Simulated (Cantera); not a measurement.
Charge: 1 mol CaO, 3.1 mol Cl2, 2.4 mol N2, at 1.10 Pa.

Cantera equilibrium calculation (NASA polynomials, part measured and part estimated; ideal gas, pure solids and liquids). Candidate condensed phases: Ca, CaCl2, CaO; 17 gas species. Rates play no part.

**Question.** At 1575 K, list the 5 most abundant gas species with their mole fractions, and the condensed phases.

**Answer.** Cl 0.518, N2 0.296, CaCl2 0.123, O2 0.0610, O 0.000797. Condensed: gas only.
